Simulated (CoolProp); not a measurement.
2000 sccm (0 °C, 1 atm) of nitrogen bubbles through liquid hexamethyldisiloxane (MM) at 288.8 K and leaves saturated at a total pressure of 0.0861 MPa (ideal gas phase). Each further row changes one setting.

Model: reference Helmholtz-energy equation of state, Thol 2016, in CoolProp.

```json
[
 {"case": "as stated", "vapour pressure (kPa)": "3.40", "mole fraction of vapour": "0.0395", "delivery (mg/min)": "___", "delivery (sccm)": "___", "change of delivery for a bath 1 K warmer (%)": "___"},
 {"case": "bath temperature 293.8 K", "vapour pressure (kPa)": "___", "mole fraction of vapour": "___", "delivery (mg/min)": "___", "delivery (sccm)": "109", "change of delivery for a bath 1 K warmer (%)": "5.7"},
 {"case": "total pressure 0.172 MPa", "vapour pressure (kPa)": "3.40", "mole fraction of vapour": "___", "delivery (mg/min)": "293", "delivery (sccm)": "___", "change of delivery for a bath 1 K warmer (%)": "5.7"}
]
```

### Question
Complete the blanks.

### Answer

- as stated, delivery (mg/min): 596
- as stated, delivery (sccm): 82.3
- as stated, change of delivery for a bath 1 K warmer (%): 5.9
- bath temperature 293.8 K, vapour pressure (kPa): 4.45
- bath temperature 293.8 K, mole fraction of vapour: 0.0517
- bath temperature 293.8 K, delivery (mg/min): 790
- total pressure 0.172 MPa, mole fraction of vapour: 0.0198
- total pressure 0.172 MPa, delivery (sccm): 40.4
